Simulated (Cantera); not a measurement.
Reactions in the system H-O

Standard-state values (1 bar) from the NASA 1993 polynomials, evaluated with Cantera. Values are per mole of reaction as written; species without (g) are pure solids or liquids, kept so even where they would boil at 1 bar.

2 H₂O(g) = 2 H(g) + H₂O₂(g)

```tsv
T (K)	ΔH° (kJ)	ΔS° (J/K)	ΔG° (kJ)	log10 K
1275	803.8	116.5	655.4	-26.85
1300	804.3	116.8	652.4	-26.21
1325	804.8	117.2	649.5	-25.60
1350	805.2	117.5	646.6	-25.02
1375	805.6	117.8	643.6	-24.45
1400	806.1	118.1	640.7	-23.90
1425	806.5	118.4	637.7	-23.38
1450	806.9	118.7	634.8	-22.87
1475	807.3	119.0	631.8	-22.37
1500	807.8	119.3	628.8	-21.90
```
